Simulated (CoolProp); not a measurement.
Vapour-liquid equilibrium of C2F6 (R116) (1) + propylene (2) at 10 bar; x and y are mole fractions of (1).

Model: multi-fluid Helmholtz-energy mixture model, Lemmon 2006 and Lemmon 2013; pair parameters Bell 2016, in CoolProp.

```csv
x,"bubble temperature, mixture model (°C)","bubble temperature, Raoult's law (°C)","y, mixture model","y, Raoult's law"
0.05,5.3,15.7,0.305,0.137
0.125,-7.3,10.8,0.529,0.304
0.2,-13.3,6.5,0.620,0.436
0.275,-16.3,2.6,0.663,0.543
0.35,-17.8,-0.9,0.687,0.630
0.425,-18.8,-4.1,0.704,0.703
0.5,-19.6,-7.0,0.720,0.764
0.575,-20.3,-9.6,0.738,0.816
0.65,-21.0,-12.1,0.760,0.860
0.725,-21.6,-14.4,0.788,0.898
0.8,-22.0,-16.5,0.826,0.931
0.875,-22.2,-18.5,0.875,0.960
0.95,-22.0,-20.3,0.942,0.985
```

The largest gap from Raoult's law is -19.8 K in bubble temperature, at x = 0.2. y crosses x between x = 0.875 and 0.95: the model has an azeotrope there.

Pair parameters are fitted to limited data, so mixtures are less certain than the pure fluids. With so large a gap from Raoult's law the liquid may split in two, which this calculation doesn't test in full.
